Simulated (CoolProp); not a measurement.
Vapour-liquid equilibrium of n-decane (1) + n-dodecane (2) at 0.00131 bar; x and y are mole fractions of (1).

Model: multi-fluid Helmholtz-energy mixture model, Lemmon 2006 and Lemmon 2004; pair parameters Bell 2016, in CoolProp.

```tsv
x	bubble temperature (K)	y at the bubble point	dew temperature at overall composition x (K)	liquid density (mol/L)
0.05	320.5	0.286	324.1	4.310
0.125	315.5	0.540	323.0	4.379
0.2	311.6	0.686	321.9	4.444
0.275	308.4	0.776	320.7	4.507
0.35	305.8	0.836	319.4	4.570
0.425	303.6	0.878	318.0	4.632
0.5	301.7	0.909	316.4	4.694
0.575	300.1	0.932	314.7	4.757
0.65	298.6	0.950	312.7	4.820
0.725	297.3	0.964	310.3	4.884
0.8	296.2	0.976	307.4	4.949
0.875	295.1	0.986	303.8	5.016
0.95	294.1	0.995	298.6	5.085
```

No azeotrope shows between x = 0.05 and 0.95.

Pair parameters are fitted to limited data, so mixtures are less certain than the pure fluids.
